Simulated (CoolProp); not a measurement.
Vapour-liquid equilibrium of ethylene (1) + ethane (2) at 0.219 MPa; x and y are mole fractions of (1).

The numbers come from the multi-fluid Helmholtz-energy mixture model, Smukala 2000 and Bücker 2006; pair parameters Bell 2016 in CoolProp.

| x | bubble temperature, mixture model (K) | bubble temperature, Raoult's law (K) | y, mixture model | y, Raoult's law |
|---|---|---|---|---|
| 0.05 | 198.7 | 199.0 | 0.108 | 0.100 |
| 0.2 | 195.1 | 195.8 | 0.353 | 0.348 |
| 0.35 | 192.3 | 192.9 | 0.530 | 0.538 |
| 0.5 | 190.0 | 190.4 | 0.670 | 0.687 |
| 0.65 | 187.9 | 188.1 | 0.787 | 0.804 |
| 0.8 | 186.0 | 186.1 | 0.888 | 0.900 |
| 0.95 | 184.3 | 184.3 | 0.975 | 0.977 |

The largest gap from Raoult's law is -0.7 K in bubble temperature, at x = 0.2. No azeotrope shows between x = 0.05 and 0.95.

The pair parameters rest on a limited set of measurements; away from them the model extrapolates.
